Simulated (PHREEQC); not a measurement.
Consider water at 25 °C with 0.033 mol KH2PO4 and 0.69 mol NaOH per kg of water. It is in equilibrium with CO2 at log p = -3.4 (atm). Otherwise closed; pH follows from the charge balance.

All values are PHREEQC results (ion-association model, wateq4f.dat), not measurements.

### Question
The ionic strength comes out as 0.643 mol/kgw. What activity coefficients do HPO4-2, CO3-2, NaHPO4-, Na+, H2PO4- get?

### Answer
HPO4-2 0.20, CO3-2 0.21, NaHPO4- 0.68, Na+ 0.71, H2PO4- 0.68.

No solid was allowed to form. Complexes and solids missing from the database can't appear. H3PO4, which wateq4f.dat lacks, is added to it with the constant of phreeqc.dat.
